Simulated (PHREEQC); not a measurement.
## Polishing slurry liquid

Dissolve 0.08 mol/kgw K2CO3 at 25 °C. Closed to the air; pH follows from the charge balance.

All values are PHREEQC results (ion-association model, phreeqc.dat), not measurements.

No solid was allowed to form.

**Question.** Predict the pH, ionic strength.

**Answer.** pH 11.33; ionic strength 0.237 mol/kgw.

**Question.** In which forms is C present?

**Answer.** CO3-2 96 %, HCO3- 3.9 % of the C.
